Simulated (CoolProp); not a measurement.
Properties of methanol along the isobar 0.101 MPa (Tc = 240.2 °C, pc = 8.216 MPa, ω = 0.565).

Computed with CoolProp (reference Helmholtz-energy equation of state, de Reuck 1993).

| T (°C) | phase | Z | cp (kJ/(kg K)) | isothermal compressibility (1/MPa) | expansivity (1/kK) | conductivity (mW/(m K)) |
|---|---|---|---|---|---|---|
| -52.25 | liquid | 0.002050 | 2.239 | 0.0007593 | 1.138 | 215 |
| -34.05 | liquid | 0.001933 | 2.280 | 0.0008561 | 1.143 | 211 |
| -15.85 | liquid | 0.001834 | 2.337 | 0.0009644 | 1.148 | 208 |
| 2.25 | liquid | 0.001750 | 2.411 | 0.001086 | 1.160 | 205 |
| 20.45 | liquid | 0.001677 | 2.507 | 0.001226 | 1.184 | 201 |
| 38.65 | liquid | 0.001614 | 2.624 | 0.001389 | 1.228 | 198 |
| 56.75 | liquid | 0.001561 | 2.761 | 0.001587 | 1.297 | 194 |
| 74.95 | gas | 0.9670 | 2.420 | 10.38 | 4.013 | 20.0 |
| 93.15 | gas | 0.9788 | 1.772 | 10.14 | 3.133 | 21.9 |
| 111.25 | gas | 0.9842 | 1.691 | 10.07 | 2.837 | 23.8 |
| 129.45 | gas | 0.9877 | 1.695 | 10.03 | 2.647 | 25.9 |
| 147.65 | gas | 0.9902 | 1.721 | 10.00 | 2.496 | 28.0 |
| 165.75 | gas | 0.9921 | 1.754 | 9.981 | 2.369 | 30.2 |
| 183.95 | gas | 0.9935 | 1.791 | 9.966 | 2.257 | 32.5 |
| 202.15 | gas | 0.9946 | 1.830 | 9.955 | 2.157 | 34.9 |

Thermal conductivity comes from a separate model (Sykioti 2013).
